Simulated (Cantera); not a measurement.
Input: 1 mol B₂H₆, 2.6 mol O₂, equilibrated at 2125 °C and 0.430 bar.

These are equilibrium values from Cantera (NASA tables, ideal gas, pure condensed phases), not measurements of a reactor. Candidate condensed phases: B, B₂O₃, B₃O₃H₃, H₂O; 23 gas species. The feed counts by its element totals alone. Rates play no part.

Base state: H₂O 0.361, HBO₂ 0.359, H₂ 0.193, B₂O₃ 0.0631, H 0.0106, BO₂ 0.00433, OH 0.00363, HBO 0.00336 (mole fractions); condensed: gas only.

Q: What changes in the equilibrium state with this change: pressure from 0.430 bar to 0.00470 bar?

A: 
```csv
species,before,after
HBO₂,0.359,0.288
H₂O,0.361,0.287
H₂,0.193,0.175
H,0.0106,0.0963
O,0.000133,0.0106
BO,0.00192,0.0177
BO₂,0.00433,0.0349
OH,0.00363,0.0289
B₂O₃,0.0631,0.0514
O₂,0.000104,0.00718
HBO,0.00336,0.00310
B₂O₂,9.72e-5,9.09e-5
```

Q: What changes in the equilibrium state with this change: pressure from 0.430 bar to 1.00 bar?

A: 
| species | before | after |
|---|---|---|
| H₂O | 0.361 | 0.364 |
| HBO₂ | 0.359 | 0.362 |
| H₂ | 0.193 | 0.194 |
| H | 0.0106 | 0.00694 |
| B₂O₃ | 0.0631 | 0.0637 |
| O | 0.000133 | 5.73e-5 |
| O₂ | 0.000104 | 4.46e-5 |
| OH | 0.00363 | 0.00239 |
| BO | 0.00192 | 0.00126 |
| BO₂ | 0.00433 | 0.00285 |

Q: What changes in the equilibrium state with this change: O₂ from 2.6 to 0.43 mol?

A: 
```csv
species,before,after
H₂,0.193,0.772
HBO,0.00336,0.129
BO,0.00192,0.0367
H₂O,0.361,8.29e-5
HBO₂,0.359,0.000787
B₂O₂,9.72e-5,0.0357
B₂O₃,0.0631,0.00132
H,0.0106,0.0211
BH₂,1.70e-9,0.00228
B₂O,<1e-9,0.00117
"B(l), mol",0,1.14
```
The tables' values for BH₂ are old estimates; treat these amounts as uncertain. Gases not in the tables: B₂H₆ and higher boranes.
